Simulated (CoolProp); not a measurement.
The numbers come from the reference Helmholtz-energy equation of state, Thol 2017 in CoolProp.

Give the vapour pressure (kPa), liquid density (kg/m³), vapour density (kg/m³), liquid cp (kJ/(kg K)) of saturated octamethyltrisiloxane (MDM) at 416.2 K.


| T (K) | p (kPa) | liquid density (kg/m³) | vapour density (kg/m³) | liquid cp (kJ/(kg K)) |
|---|---|---|---|---|
| 416.2 | 78.6 | 687 | 5.73 | 2.09 |
